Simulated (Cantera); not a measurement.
Input: 1 mol CH3SiCl3, 0.56 mol C2H4, 1100 mol H2, at 2173 K and 1.50 Torr.

Method: chemical equilibrium by Gibbs-energy minimisation in Cantera with the NASA 1993 tables (ideal gas, pure condensed phases). Candidate condensed phases: C, C6H6, C7H8, C8H18, Si, SiC; 109 gas species. The feed counts by its element totals alone. Kinetics and transport are ignored.

Base state: H2 0.894, H 0.102, HCl 0.00238, C2H2 (acetylene) 0.000873, Si 0.000806, Cl 0.000198, SiC2 3.09e-5, SiH 1.59e-5 (mole fractions); condensed: gas only.

Question: What changes in the equilibrium state with this change: temperature from 2173 K to 973.15 K?

Answer: 
```
species             before     after
----------------  --------  --------
H2                   0.894     0.997
HCl                0.00238   0.00272
CH4                2.96e-7  0.000255
H                    0.102   2.42e-8
C2H2 (acetylene)  0.000873     <1e-9
Si                0.000806     <1e-9
Cl                0.000198     <1e-9
SiC2               3.09e-5     <1e-9
SiH                1.59e-5     <1e-9
C(graphite), mol         0     0.838
SiC(s), mol              0     1.000
```
